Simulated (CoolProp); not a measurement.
Propylene at 383.61 K and 0.42 MPa is throttled through a valve to 0.188 MPa with no heat exchange. Each further row changes one setting.

Values from CoolProp's reference Helmholtz-energy equation of state, Lemmon 2013.

```
case                        temperature change (K)  final density (kg/m³)
--------------------------  ----------------------  ---------------------
as stated                                      ___                    ___
outlet pressure 0.0564 MPa                     ___                  0.753
outlet pressure 0.244 MPa                      ___                   3.28
```

Fill in the missing entries.


- as stated, temperature change (K): -2.0
- as stated, final density (kg/m³): 2.52
- outlet pressure 0.0564 MPa, temperature change (K): -3.1
- outlet pressure 0.244 MPa, temperature change (K): -1.5
